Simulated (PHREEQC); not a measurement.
A PHREEQC speciation (ion-association model, wateq4f.dat) at 25 °C gives pH 3.02 and these molalities:

```tsv
species	mol/kgw
SO4-2	0.0888
NiSO4	0.0874
Ni+2	0.0822
Mn+2	0.00775
MnSO4	0.00724
HSO4-	0.00278
H+	0.00122
Ni(SO4)2-2	0.000371
```

Q: What are the element totals, and what could have been dissolved in 1 kg of water to give them?

A: One answer among several that fit: totals Mn(2) 0.0150, Ni 0.170, S(6) 0.187 mol/kgw, from 2 mmol/kgw H2SO4, 15 mmol/kgw MnSO4 and 170 mmol/kgw NiSO4.

This is a speciation only: nothing precipitates in the calculation.
